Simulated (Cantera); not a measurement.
Stirred combustor or abatement burner

A perfectly stirred reactor is fed with 19.8 % CO, 1.90 % H2, 3.77 % CH4, 14.2 % O2, 53.2 % N2, 7.14 % H2O, equivalence ratio 1.3, at 0.440 bar; it is adiabatic with a 598 K inlet, and is followed from long to short residence time, starting on the burning branch (τ in s: 0.03, 0.015, 0.0072, 0.0035, 0.0017, 0.00084, 0.00041, 0.0002, 0.0001, 4.9e-05, 2.4e-05).

Cantera simulation using GRI-Mech 3.0 (53 species, 325 reactions); the numbers are that mechanism's predictions, not measurements.

```tsv
τ (s)	T (K)	x CO	x H2	x CH4	x O	x H
0.030	2229	0.0885	0.0157	3.81e-6	0.00135	0.00461
0.015	2180	0.0914	0.0167	6.09e-6	0.00199	0.00622
0.0072	2114	0.0950	0.0181	1.02e-5	0.00296	0.00871
0.0035	2036	0.0986	0.0197	1.77e-5	0.00420	0.0121
0.0017	1948	0.102	0.0212	3.23e-5	0.00567	0.0165
0.00084	1855	0.105	0.0225	6.17e-5	0.00719	0.0217
0.00041	1756	0.110	0.0231	0.000129	0.00858	0.0269
0.00020	1650	0.120	0.0226	0.000311	0.00932	0.0296
0.00010	1515	0.147	0.0206	0.00107	0.00773	0.0234
4.9e-5	598	0.198	0.0190	0.0377	<1e-12	<1e-12
2.4e-5	598	0.198	0.0190	0.0377	<1e-12	<1e-12
```
x: mole fraction; the columns are a selection and need not sum to one.
